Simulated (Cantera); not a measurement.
A perfectly stirred reactor is fed with CO : O2 : H2O : N2 = 0.011 : 0.0061 : 0.05 : 1 (molar parts), at 1.01 bar; it is held at 1025 K, and followed from long to short residence time.

Computed with Cantera and GRI-Mech 3.0 (53 species, 325 reactions).

What does this change do: N2 1 to 0.24 parts?


```
quantity                 before     after
---------------------  --------  --------
x(CO) at τ = 0.450 s    0.00112    0.0168
x(O2) at τ = 0.450 s    0.00120    0.0107
x(H2O) at τ = 0.450 s    0.0469     0.164
x(HO2) at τ = 0.450 s   9.27e-7   1.04e-5
x(H2) at τ = 0.450 s   0.000154  0.000603
x(CO) at τ = 32.0 ms    0.00548    0.0331
x(O2) at τ = 32.0 ms    0.00343    0.0186
x(H2O) at τ = 32.0 ms    0.0467     0.163
x(HO2) at τ = 32.0 ms   2.68e-6   1.48e-5
x(H2) at τ = 32.0 ms   0.000251  0.000279
```
The temperature is held fixed by assumption; the heat of reaction is taken as removed at once.
